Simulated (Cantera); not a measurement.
What does this Cantera script print?

```python
import numpy as np
import cantera as ct

gas_names = """
    H HO2 H2 H2O H2O2 O OH O2 O3 P PH PH3 PO PO2 P2 P4 P4O10
""".split()
cond_names = """
    H2O(s) H2O(L) P(cr) P(L) P4O10(s)
""".split()


# ... load() reads the species with a 1 bar reference pressure and builds the phases ...
atoms = {
    'PH3': {'P': 1, 'H': 3},
    'O2': {'O': 2},
}
top_T = {'P4O10(s)': 690}  # K; cautious upper limits of use, not melting points


# ... equilibrate(T, P, feed) seeds the gas with the atoms and calls Mixture.equilibrate('TP', solver="vcs", rtol=1e-11, max_steps=5000) ...
results = []
feed = {'PH3': 1, 'O2': 1.1}  # mol
T = 1550  # K
P = 150000  # Pa
mix = equilibrate(T, P, feed)
results.append((T, P, feed, dict(zip(mix.species_names, mix.species_moles))))
print(gas.report(threshold=1e-06))
for i in range(1, mix.n_phases):
    print(f"{mix.phase(i).name:16s} {mix.phase_moles(i):12.5e} mol")
```

It prints:

```
       temperature   1550 K
          pressure   1.5e+05 Pa
           density   0.41714 kg/m^3
  mean mol. weight   35.839 kg/kmol
   phase of matter   gas

                          1 kg             1 kmol
                     ---------------   ---------------
          enthalpy       -5.9499e+06       -2.1324e+08  J
   internal energy       -6.3095e+06       -2.2613e+08  J
           entropy            7804.5        2.7971e+05  J/K
    Gibbs function       -1.8047e+07       -6.4678e+08  J
 heat capacity c_p            1624.6             58226  J/K
 heat capacity c_v            1392.6             49911  J/K

                      mass frac. Y      mole frac. X     chem. pot. / RT
                     ---------------   ---------------   ---------------
                 H        4.0971e-07        1.4567e-05            -9.715
                H2          0.018051           0.32089            -19.43
               H2O           0.22918           0.45594           -45.555
                 P        1.1791e-06        1.3643e-06           -10.279
                PH        5.3924e-06        6.0428e-06           -19.994
               PH3         4.575e-05        4.8228e-05           -39.424
                PO          0.017551          0.013391           -36.403
               PO2          0.084105          0.047867           -62.528
                P2           0.16486          0.095376           -20.557
                P4           0.03121         0.0090282           -41.114
             P4O10           0.45499          0.057441           -302.36
     [   +6 minor]         3.302e-07        6.9581e-07

P(L)              0.00000e+00 mol
```

Cantera equilibrium calculation (NASA polynomials, part measured and part estimated; ideal gas, pure solids and liquids). Gases not in the tables: HPO2, HPO3 and P4O6.
